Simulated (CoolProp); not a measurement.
R13 at 293.15 K and 1.87 MPa is throttled through a valve to 0.0484 MPa with no heat exchange. Each further row changes one setting.

Values from CoolProp's reference Helmholtz-energy equation of state, Platzer 1990. This equation is an older, rougher fit.

| case | temperature change (K) | final density (kg/m³) |
|---|---|---|
| as stated | -26.9 | 2.30 |
| outlet pressure 0.0145 MPa | -27.4 | 0.687 |
| outlet pressure 0.0629 MPa | -26.6 | 2.99 |
